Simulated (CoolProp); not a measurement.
Computed with CoolProp (reference Helmholtz-energy equation of state, Schmidt 1985).

Question: Give the vapour pressure (bar), surface tension (mN/m), liquid viscosity (µPa s), liquid conductivity (mW/(m K)) of saturated oxygen at 120 K.

Answer: 
| T (K) | p (bar) | surface tension (mN/m) | liquid viscosity (µPa s) | liquid conductivity (mW/(m K)) |
|---|---|---|---|---|
| 120 | 10.2 | 6.14 | 97.4 | 107 |

Viscosity comes from a separate model (Lemmon 2004). Thermal conductivity comes from a separate model (Lemmon 2004). Surface tension comes from a separate correlation (Mulero 2012).
